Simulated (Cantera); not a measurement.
Feed: 1 mol Al, a varied amount of NH3, 1.2 mol H2, held at 2.10 mbar.

Cantera equilibrium calculation (NASA polynomials, part measured and part estimated; ideal gas, pure solids and liquids). Candidate condensed phases: Al, AlN; 13 gas species. Rates play no part.

What condenses at these points (T in °C, n(NH3) in mol): (827, 140); (1227, 100); (1627, 140); (627, 30); (727, 4.9)?


```csv
T (°C),n(NH3) in mol,condensed phases,Al condensed (%)
827,140,AlN,100.0
1227,100,AlN,100.0
1627,140,gas only,0.0
627,30,AlN,100.0
727,4.9,AlN,100.0
```
